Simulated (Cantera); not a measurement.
Gas activation for diamond growth

An isothermal, constant-pressure homogeneous reactor starts with 3.12 % CH4, 94.4 % H2, 1.04 % CO2, 1.42 % H2O, at 2350 K and 240 Torr.

Model: GRI-Mech 3.0 (53 species, 325 reactions), integrated in Cantera.

```json
[
 {"t (s)": "8.00e-5", "x CH4": "0.0208", "x H2": "0.931", "x CO2": "0.00556", "x C2H2": "0.00210", "x CH2O": "2.08e-6", "x CH2CO": "4.34e-7"},
 {"t (s)": "0.000248", "x CH4": "0.00904", "x H2": "0.930", "x CO2": "0.000431", "x C2H2": "0.00865", "x CH2O": "1.20e-6", "x CH2CO": "1.91e-6"},
 {"t (s)": "0.000772", "x CH4": "0.00253", "x H2": "0.933", "x CO2": "4.83e-5", "x C2H2": "0.0119", "x CH2O": "3.97e-7", "x CH2CO": "2.40e-6"},
 {"t (s)": "0.00240", "x CH4": "0.00112", "x H2": "0.935", "x CO2": "5.11e-5", "x C2H2": "0.0108", "x CH2O": "1.63e-7", "x CH2CO": "1.77e-6"},
 {"t (s)": "0.00744", "x CH4": "0.000693", "x H2": "0.938", "x CO2": "4.18e-5", "x C2H2": "0.00751", "x CH2O": "6.35e-8", "x CH2CO": "7.39e-7"},
 {"t (s)": "0.0231", "x CH4": "0.000320", "x H2": "0.941", "x CO2": "1.77e-5", "x C2H2": "0.00451", "x CH2O": "1.34e-8", "x CH2CO": "1.60e-7"},
 {"t (s)": "0.0718", "x CH4": "0.000109", "x H2": "0.942", "x CO2": "2.35e-6", "x C2H2": "0.00321", "x CH2O": "4.33e-9", "x CH2CO": "1.80e-8"},
 {"t (s)": "0.223", "x CH4": "4.30e-5", "x H2": "0.943", "x CO2": "1.51e-8", "x C2H2": "0.00306", "x CH2O": "3.96e-9", "x CH2CO": "2.21e-9"},
 {"t (s)": "0.692", "x CH4": "4.21e-5", "x H2": "0.943", "x CO2": "2.75e-9", "x C2H2": "0.00306", "x CH2O": "3.96e-9", "x CH2CO": "2.10e-9"},
 {"t (s)": "2.15", "x CH4": "4.21e-5", "x H2": "0.943", "x CO2": "2.75e-9", "x C2H2": "0.00306", "x CH2O": "3.96e-9", "x CH2CO": "2.10e-9"},
 {"t (s)": "6.68", "x CH4": "4.21e-5", "x H2": "0.943", "x CO2": "2.75e-9", "x C2H2": "0.00306", "x CH2O": "3.96e-9", "x CH2CO": "2.10e-9"},
 {"t (s)": "20.7", "x CH4": "4.21e-5", "x H2": "0.943", "x CO2": "2.75e-9", "x C2H2": "0.00306", "x CH2O": "3.96e-9", "x CH2CO": "2.10e-9"},
 {"t (s)": "64.4", "x CH4": "4.21e-5", "x H2": "0.943", "x CO2": "2.75e-9", "x C2H2": "0.00306", "x CH2O": "3.96e-9", "x CH2CO": "2.10e-9"},
 {"t (s)": "200", "x CH4": "4.21e-5", "x H2": "0.943", "x CO2": "2.75e-9", "x C2H2": "0.00306", "x CH2O": "3.96e-9", "x CH2CO": "2.10e-9"}
]
```
x: mole fraction; the columns are a selection and need not sum to one.

Equilibrium at this temperature and pressure: CH4 4.23e-5, H2 0.943, CO2 2.78e-9, C2H2 0.00306, CH2O 3.96e-9, CH2CO 2.11e-9 (gas phase only).
